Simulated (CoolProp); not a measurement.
Nitrous oxide at 321.39 K and 5.81 MPa is throttled through a valve to 2.58 MPa with no heat exchange. Each further row changes one setting.

Computed with CoolProp (reference Helmholtz-energy equation of state, Lemmon 2006). It is a short technical equation, of lower accuracy than the large ones.

```
case                       temperature change (K)  final density (kg/m³)
-------------------------  ----------------------  ---------------------
as stated                                     ___                    ___
outlet pressure 0.774 MPa                     ___                    ___
outlet pressure 3.35 MPa                      ___                    ___
```

Problem. Fill in the missing entries.

Solution. 
- as stated, temperature change (K): -35.5
- as stated, final density (kg/m³): 58.5
- outlet pressure 0.774 MPa, temperature change (K): -61.0
- outlet pressure 0.774 MPa, final density (kg/m³): 16.9
- outlet pressure 3.35 MPa, temperature change (K): -26.0
- outlet pressure 3.35 MPa, final density (kg/m³): 77.0
